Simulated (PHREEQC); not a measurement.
A solution holds 2.7 mol/kgw NaOH and 0.59 mol/kgw CaCl2, at 25 °C. Closed to the air; pH follows from the charge balance.

Equilibrium calculation in PHREEQC: Pitzer model, pitzer.dat.

```json
[
 {"quantity": "pH", "before": "14.02", "after": "14.38"},
 {"quantity": "SI of Portlandite (Ca(OH)2)", "before": "+3.16", "after": "+3.38"}
]
```

Problem. What was changed between the two runs?
(A) NaOH from 2.7 to 0.54 mol/kgw
(B) NaOH left out
(C) NaOH from 2.7 to 2.97 mol/kgw
(D) NaOH from 2.7 to 4.05 mol/kgw

Solution. D, NaOH from 2.7 to 4.05 mol/kgw

Precipitation was switched off in this run. Some of these states are supersaturated (in Portlandite, for instance). In brines, pH and single-ion activities rest on the MacInnes convention.
